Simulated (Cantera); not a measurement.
A perfectly stirred reactor is fed with CH4 : O2 : N2 : H2O = 1 : 2.17 : 12 : 1.3 (molar parts), equivalence ratio 0.92, at 0.280 bar; it is adiabatic with a 300 K inlet, and is followed from long to short residence time, starting on the burning branch (τ in s: 0.19, 0.061, 0.02, 0.0065, 0.0021, 0.00069, 0.00022, 7.3e-05, 2.4e-05).

Detailed kinetics in Cantera: GRI-Mech 3.0 (53 species, 325 reactions).

x: mole fraction; the columns are a selection and need not sum to one.

| τ (s) | T (K) | x CH4 | x O2 | x H2O | x HCO | x N2O |
|---|---|---|---|---|---|---|
| 0.19 | 1638 | 1.49e-5 | 0.0119 | 0.197 | [?] | 5.53e-8 |
| 0.061 | 1611 | 3.18e-5 | 0.0133 | 0.194 | [?] | 4.59e-8 |
| 0.020 | 1571 | 7.12e-5 | 0.0152 | 0.191 | [?] | 3.85e-8 |
| 0.0065 | 1517 | 0.000181 | 0.0180 | 0.187 | [?] | 3.31e-8 |
| 0.0021 | 1438 | 0.000633 | 0.0232 | 0.183 | [?] | 2.85e-8 |
| 0.00069 | 300 | 0.0607 | 0.132 | 0.0789 | <1e-12 | <1e-12 |
| 0.00022 | 300 | 0.0607 | 0.132 | 0.0789 | <1e-12 | <1e-12 |
| 7.3e-5 | 300 | 0.0607 | 0.132 | 0.0789 | <1e-12 | <1e-12 |
| 2.4e-5 | 300 | 0.0607 | 0.132 | 0.0789 | <1e-12 | <1e-12 |

Task: Complete the blanks.

Result: 
- 0.19, x HCO: 5.78e-8
- 0.061, x HCO: 1.82e-7
- 0.020, x HCO: 5.43e-7
- 0.0065, x HCO: 1.58e-6
- 0.0021, x HCO: 4.81e-6
